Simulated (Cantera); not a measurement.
Reactions in the system N-O-V

Source: NASA polynomial tables (part measured, part estimated), evaluated in Cantera. Values are per mole of reaction as written; species without (g) are pure solids or liquids, kept so even where they would boil at 1 bar.

NO(g) + V₂O₃ = 2 VO₂(g) + N(g)

| T (K) | ΔH° (kJ) | ΔS° (J/K) | ΔG° (kJ) | log10 K | condensed phases |
|---|---|---|---|---|---|
| 300 | 1134.9 | 374.8 | 1022.5 | -178.02 | V₂O₃(s) |
| 2523 | 903.2 | 232.2 | 317.4 | -6.57 | V₂O₃(l) |
| 2623 | 897.4 | 229.9 | 294.3 | -5.86 | V₂O₃(l) |
| 2723 | 891.6 | 227.8 | 271.4 | -5.21 | V₂O₃(l) |
| 2823 | 885.9 | 225.7 | 248.7 | -4.60 | V₂O₃(l) |
| 2923 | 880.1 | 223.7 | 226.2 | -4.04 | V₂O₃(l) |
